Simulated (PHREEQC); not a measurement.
A solution holds 0.0033 mol/kgw KCl, 0.0018 mol/kgw H3BO3 and 0.0011 mol/kgw H4SiO4, at 25 °C. Closed to the air; pH follows from the charge balance.

All values are PHREEQC results (ion-association model, phreeqc.dat), not measurements.

This is a speciation only: nothing precipitates in the calculation.

### Question
Predict the pH.

### Answer
pH 5.96.

The solution is supersaturated, for example in Quartz (slow to form), Chalcedony (slow to form), so a real one may precipitate; this is no full list.
